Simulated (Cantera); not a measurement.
Feed: 1 mol CCl4, held at 17.0 Pa.

Cantera equilibrium calculation (NASA polynomials, part measured and part estimated; ideal gas, pure solids and liquids). Candidate condensed phases: C; 14 gas species. The numbers say what is thermodynamically allowed, not how fast it happens.

Task: Which condensed phases are stable at each of these points (T (K)): 2625, 2650, 2675, 2700, 2725, 2750, 2775, 2800, 2825, 2850, 2875, 2900, 2925?

Result: 
| T (K) | condensed phases | C condensed (%) |
|---|---|---|
| 2625 | C(graphite) | 73.4 |
| 2650 | C(graphite) | 62.0 |
| 2675 | C(graphite) | 45.8 |
| 2700 | C(graphite) | 22.8 |
| 2725 | gas only | 0.0 |
| 2750 | gas only | 0.0 |
| 2775 | gas only | 0.0 |
| 2800 | gas only | 0.0 |
| 2825 | gas only | 0.0 |
| 2850 | gas only | 0.0 |
| 2875 | gas only | 0.0 |
| 2900 | gas only | 0.0 |
| 2925 | gas only | 0.0 |

From 2625 K to 2700 K the condensed part is C(graphite). From 2725 K to 2925 K nothing is condensed.
